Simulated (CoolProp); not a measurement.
The fluid at 298.15 K and 18.2 MPa flows at 17 m/s in a round tube of 20 mm bore and 45 µm roughness, fully developed (64/Re and Nu = 3.66 if laminar; Colebrook and Gnielinski if turbulent). The same conditions are run with several fluids, on thermodynamics alone (safety and materials aside).

Computed with CoolProp (reference Helmholtz-energy equation of state of each fluid (R236FA: Pan 2012; CH2F2 (R32): Tillner-Roth 1997; n-nonane: Lemmon 2006; ethane: Bücker 2006; ethylbenzene: Zhou 2012)).

### Question
Rank R236FA, CH2F2 (R32), n-nonane, ethane, ethylbenzene by Reynolds number, highest first.

### Answer
CH2F2 (R32) (2450000), ethane (2160000), R236FA (1270000), ethylbenzene (419000), n-nonane (313000)

```
fluid         Darcy friction factor  pressure drop (Pa/m)  heat-transfer coefficient (W/(m² K))  mass flow (kg/h)
------------  ---------------------  --------------------  ------------------------------------  ----------------
R236FA                       0.0243                251000                                 35000             27500
CH2F2 (R32)                  0.0242                182000                                 70700             19900
n-nonane                     0.0247                130000                                 20000             14000
ethane                       0.0243                 73300                                 45700              8050
ethylbenzene                 0.0246                155000                                 23200             16800
```

Transport values come from each fluid's own correlations; those of R236FA, CH2F2 (R32), ethylbenzene are estimates that may be off by 10 % or more.
